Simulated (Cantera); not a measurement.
What does this Cantera script print?

```python
import numpy as np
import cantera as ct

gas = ct.Solution("gri30.yaml")


def delay(T, t_max=10):
    gas.TPX = T, 180000, {'CH4': 1, 'CO': 0.43, 'O2': 1, 'N2': 6.94}
    reactor = ct.IdealGasConstPressureReactor(gas, clone=False)
    net = ct.ReactorNet([reactor])
    net.rtol, net.atol = 1e-8, 1e-16
    while net.time < t_max:
        t_old, T_old = net.time, reactor.T
        net.step()
        if reactor.T > T + 400:  # ignition: a rise of 400 K
            return t_old + (T + 400 - T_old) / (reactor.T - T_old) * (net.time - t_old)
    return np.nan


taus = []
for T in [1000, 1050, 1100, 1150, 1200, 1250, 1300, 1350, 1400]:
    taus.append(delay(T))
    print(f"T0 = {T:6g} K   tau = {taus[-1]:.4e} s")
```

Output:

```
T0 =   1000 K   tau = 3.8568e+00 s
T0 =   1050 K   tau = 1.4815e+00 s
T0 =   1100 K   tau = 6.0620e-01 s
T0 =   1150 K   tau = 2.6207e-01 s
T0 =   1200 K   tau = 1.1872e-01 s
T0 =   1250 K   tau = 5.5926e-02 s
T0 =   1300 K   tau = 2.7242e-02 s
T0 =   1350 K   tau = 1.3674e-02 s
T0 =   1400 K   tau = 7.0648e-03 s
```

Computed with Cantera and GRI-Mech 3.0 (53 species, 325 reactions).
